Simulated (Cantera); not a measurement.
Low-pressure radical oxidation in H2/O2

An isothermal, constant-pressure homogeneous reactor starts with H₂ : O₂ = 0.05 : 1 (molar parts), at 900 K and 0.00230 bar.

Detailed kinetics in Cantera: the H2/O2 subset of GRI-Mech 3.0, which has no nitrogen chemistry. Radical loss at walls, strong at low pressure, is not modelled. Below about 950 K walls govern HO2 and H2O2 in real vessels. The temperature is held fixed by assumption; the heat of reaction is taken as removed at once.

```tsv
t (s)	x H₂	x O₂	x H₂O	x H₂O₂	x O	x HO₂	x H
2.00e-5	0.0476	0.952	<1e-12	<1e-12	<1e-12	<1e-12	<1e-12
5.53e-5	0.0476	0.952	<1e-12	<1e-12	<1e-12	<1e-12	<1e-12
0.000153	0.0476	0.952	<1e-12	<1e-12	<1e-12	<1e-12	<1e-12
0.000423	0.0476	0.952	<1e-12	<1e-12	<1e-12	1.53e-12	1.39e-12
0.00117	0.0476	0.952	<1e-12	<1e-12	1.19e-12	4.24e-12	3.54e-12
0.00323	0.0476	0.952	6.91e-12	<1e-12	8.06e-12	1.18e-11	1.05e-11
0.00894	0.0476	0.952	1.18e-10	<1e-12	8.23e-11	3.32e-11	6.76e-11
0.0247	0.0476	0.952	1.45e-8	<1e-12	8.24e-9	1.82e-10	6.24e-9
0.0684	0.0441	0.950	0.00269	5.48e-9	0.00139	1.22e-6	0.00126
0.189	0.000863	0.932	0.0420	1.14e-8	0.0152	1.69e-6	0.00942
0.523	0.000307	0.944	0.0469	1.17e-8	0.00635	1.43e-6	0.00220
1.45	5.65e-5	0.950	0.0485	1.17e-8	0.00124	8.51e-7	0.000173
4.00	6.98e-6	0.951	0.0487	9.12e-9	0.000161	3.19e-7	7.84e-6
```
x: mole fraction; the columns are a selection and need not sum to one.

Equilibrium at this temperature and pressure: H₂ 3.36e-12, O₂ 0.951, H₂O 0.0488, H₂O₂ 1.55e-12, O 1.10e-10, HO₂ 7.48e-11, H <1e-12 (gas phase only).
